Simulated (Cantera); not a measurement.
Feed: 1 mol borazine, 40 mol N₂, 71 mol H₂.

Method: chemical equilibrium by Gibbs-energy minimisation in Cantera with the NASA 1993 tables (ideal gas, pure condensed phases). Candidate condensed phases: B, BN; 15 gas species. The feed counts by its element totals alone. Equilibrium is a limit: real reactors are often held back by kinetics, nucleation or transport.

What condenses at these points (T in K, P in Pa): (2123, 28); (1598, 10); (1523, 13000); (2273, 10); (1523, 220); (2273, 1700)?


| T (K) | P in Pa | condensed phases | B condensed (%) |
|---|---|---|---|
| 2123 | 28 | B | 84.0 |
| 1598 | 10 | BN | 100.0 |
| 1523 | 13000 | BN | 100.0 |
| 2273 | 10 | gas only | 0.0 |
| 1523 | 220 | BN | 100.0 |
| 2273 | 1700 | BN | 94.7 |
